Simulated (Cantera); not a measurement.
A perfectly stirred reactor is fed with 20.5 % CO, 2.47 % H2, 0.945 % CH4, 13.4 % O2, 50.3 % N2, 12.3 % CO2, at 5.00 bar; it is adiabatic with a 300 K inlet, and is followed from long to short residence time, starting on the burning branch (τ in s: 0.09, 0.037, 0.015, 0.0062, 0.0025, 0.001, 0.00042, 0.00017, 7e-05, 2.9e-05, 1.2e-05, 4.8e-06).

Cantera simulation using GRI-Mech 3.0 (53 species, 325 reactions); the numbers are that mechanism's predictions, not measurements.

One state of this run: T (K) = 1746; x CO = 0.0681; x H2 = 0.00203; x CH4 = 4.42e-5; x HCN = 1.72e-8; x N2O = 7.87e-7; x C2H4 = 2.00e-9; x C2H = 1.60e-12. x: mole fraction; the columns are a selection and need not sum to one.

**Question.** Which value of τ (s) does it belong to?
(A) 0.0062
(B) 2.9e-5
(C) 0.0010
(D) 0.00017

**Answer.** D, 0.00017
